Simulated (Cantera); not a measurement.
Input (Python, Cantera) and output of one run.

```python
import numpy as np
import cantera as ct

gas_names = """
    H HNO HNO2 HNO3 HO2 H2 H2O H2O2 N NH NH2 NH3 NH2OH NO NO2 NO3 N2 N2H2 N2H4 N2O O OH O2 O3 V VN VO
    VO2
""".split()
cond_names = """
    H2O(s) H2O(L) V(cr) V(L) VN(s) VO(s) VO(L) V2O3(s) V2O3(L) V2O4(I) V2O4(II) V2O4(L) V2O5(s) V2O5(L)
""".split()


def load(file, names, dense=False):
    # The tables refer to 1 bar. Condensed volumes are neglected.
    table = {s.name: s for s in ct.Species.list_from_file(file)}
    out = []
    for n in names:
        d = dict(table[n].input_data)
        d["thermo"] = dict(d["thermo"], **{"reference-pressure": 1e5})
        if dense:
            d["equation-of-state"] = {"model": "constant-volume", "density": "1e6 g/cm^3"}
        out.append(ct.Species.from_dict(d))
    return out


gas = ct.Solution(thermo="ideal-gas", species=load("nasa_gas.yaml", gas_names))
cond = {s.name: ct.Solution(thermo="fixed-stoichiometry", species=[s], name=s.name)
        for s in load("nasa_condensed.yaml", cond_names, dense=True)}
atoms = {
    'V2O5': {'V': 2, 'O': 5},
    'H2': {'H': 2},
    'N2': {'N': 2},
}
top_T = {'VN(s)': 2300}  # K; cautious upper limits of use, not melting points


def equilibrate(T, P, feed):
    n = {}
    for name, mol in feed.items():
        for a, k in atoms[name].items():
            n[a] = n.get(a, 0.0) + k * mol
    gas.TPX = T, P, n
    mass = sum(n.values()) * gas.mean_molecular_weight
    gas.equilibrate("TP")
    valid = [c for c in cond.values() if c.min_temp <= T <= top_T.get(c.name, c.max_temp)]
    mix = ct.Mixture([(gas, mass / gas.mean_molecular_weight)] + [(c, 0.0) for c in valid])
    mix.T, mix.P = T, P
    mix.equilibrate("TP", solver="vcs", rtol=1e-11, max_steps=5000)
    return mix


results = []
T = 1373.15  # K
P = 41000  # Pa
for m in [12, 16, 21, 28, 37, 49, 66, 88, 120, 160]:
    feed = {'V2O5': 1, 'H2': m, 'N2': 3.5}  # mol
    mix = equilibrate(T, P, feed)
    results.append((T, P, feed, dict(zip(mix.species_names, mix.species_moles))))
    x = sorted(zip(gas.X, gas.species_names), reverse=True)
    print(f"T = {T:g} K  P = {P:g} Pa  n(H2) = {m:g} mol  gas = {mix.phase_moles(0):.4g} mol")
    print("   x: " + "  ".join(f"{s} {v:.3e}" for v, s in x if v > 1e-05))
    print("   condensed (mol): " + ("  ".join(f"{mix.phase(i).name} {mix.phase_moles(i):.4g}"
          for i in range(1, mix.n_phases) if mix.phase_moles(i) > 1e-12) or "none"))
```

It prints:

```
T = 1373.15 K  P = 41000 Pa  n(H2) = 12 mol  gas = 15.5 mol
   x: H2 6.451e-01  N2 2.258e-01  H2O 1.290e-01
   condensed (mol): V2O3(s) 1
T = 1373.15 K  P = 41000 Pa  n(H2) = 16 mol  gas = 19.5 mol
   x: H2 7.179e-01  N2 1.795e-01  H2O 1.026e-01
   condensed (mol): V2O3(s) 1
T = 1373.15 K  P = 41000 Pa  n(H2) = 21 mol  gas = 24.5 mol
   x: H2 7.755e-01  N2 1.429e-01  H2O 8.163e-02
   condensed (mol): V2O3(s) 1
T = 1373.15 K  P = 41000 Pa  n(H2) = 28 mol  gas = 31.5 mol
   x: H2 8.254e-01  N2 1.111e-01  H2O 6.349e-02
   condensed (mol): V2O3(s) 1
T = 1373.15 K  P = 41000 Pa  n(H2) = 37 mol  gas = 40.5 mol
   x: H2 8.642e-01  N2 8.642e-02  H2O 4.938e-02
   condensed (mol): V2O3(s) 1
T = 1373.15 K  P = 41000 Pa  n(H2) = 49 mol  gas = 52.5 mol
   x: H2 8.952e-01  N2 6.666e-02  H2O 3.810e-02
   condensed (mol): V2O3(s) 1
T = 1373.15 K  P = 41000 Pa  n(H2) = 66 mol  gas = 69.5 mol
   x: H2 9.209e-01  N2 5.036e-02  H2O 2.878e-02
   condensed (mol): V2O3(s) 1
T = 1373.15 K  P = 41000 Pa  n(H2) = 88 mol  gas = 91.5 mol
   x: H2 9.399e-01  N2 3.825e-02  H2O 2.186e-02
   condensed (mol): V2O3(s) 1
T = 1373.15 K  P = 41000 Pa  n(H2) = 120 mol  gas = 123.5 mol
   x: H2 9.555e-01  N2 2.834e-02  H2O 1.619e-02
   condensed (mol): V2O3(s) 1
T = 1373.15 K  P = 41000 Pa  n(H2) = 160 mol  gas = 163.5 mol
   x: H2 9.664e-01  N2 2.140e-02  H2O 1.223e-02
   condensed (mol): V2O3(s) 1
```

Cantera equilibrium calculation (NASA polynomials, part measured and part estimated; ideal gas, pure solids and liquids). Condensed phases not in the tables: the oxides between V2O3 and V2O5 other than VO2.
